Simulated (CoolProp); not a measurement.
Vapour-liquid equilibrium of propylene (1) + R114 (2) at 59.25 °C; x and y are mole fractions of (1).

Computed with CoolProp (multi-fluid Helmholtz-energy mixture model, Lemmon 2013 and Platzer 1990; pair parameters Bell 2016). This equation is an older, rougher fit; its heat capacities, sound speeds and derivatives of the liquid may be far off and weren't checked against measurements.

Give the bubble pressure and the first vapour's composition at x = 0.05, 0.8, 0.95. Is there an azeotrope?

x = 0.05: 6.758 bar, y = 0.175; x = 0.8: 21.21 bar, y = 0.898; x = 0.95: 23.95 bar, y = 0.973. No azeotrope shows between x = 0.05 and 0.95.

The pair parameters rest on a limited set of measurements; away from them the model extrapolates.
